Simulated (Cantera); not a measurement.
A closed system holds: 1 mol Si, 0.014 mol H2O, 770 mol N2, at 2223.15 K and 99000 Pa.

Method: chemical equilibrium by Gibbs-energy minimisation in Cantera with the NASA 1993 tables (ideal gas, pure condensed phases). Candidate condensed phases: H2O, Si, SiO2, Si2N2O, Si3N4; 35 gas species. The tables' values for SiN are old estimates; treat these amounts as uncertain. The numbers say what is thermodynamically allowed, not how fast it happens.

Base state: N2 0.999, Si 0.000465, Si2N 8.10e-5, SiN 7.47e-5, H 1.88e-5, SiO 1.82e-5 (mole fractions); condensed: Si(l).

What changes in the equilibrium state with this change: pressure from 99000 Pa to 0.640 Pa?


| species | before | after |
|---|---|---|
| N2 | 0.999 | 0.999 |
| Si | 0.000465 | 0.00128 |
| H | 1.88e-5 | 3.63e-5 |
| Si2N | 8.10e-5 | <1e-9 |
| SiN | 7.47e-5 | 5.22e-7 |
| SiO | 1.82e-5 | 1.82e-5 |
| Si(l), mol | 0.429 | 0 |

What changes in the equilibrium state with this change: N2 from 770 to 5.9 mol?


```
species       before     after
----------  --------  --------
N2             0.999     0.994
SiO          1.82e-5   0.00236
H2           8.49e-6   0.00220
H            1.88e-5  0.000302
Si2N         8.10e-5   8.08e-5
SiN          7.47e-5   7.45e-5
Si          0.000465  0.000465
Si(l), mol     0.429     0.982
```

What changes in the equilibrium state with this change: temperature from 2223.15 K to 1825 K?


| species | before | after |
|---|---|---|
| N2 | 0.999 | 1.000 |
| SiO | 1.82e-5 | 1.82e-5 |
| H2 | 8.49e-6 | 1.73e-5 |
| Si | 0.000465 | 2.58e-7 |
| Si2N | 8.10e-5 | 9.28e-9 |
| SiN | 7.47e-5 | 1.06e-7 |
| H | 1.88e-5 | 1.84e-6 |
| Si(l), mol | 0.429 | 0 |
| Si3N4(s), mol | 0 | 0.329 |
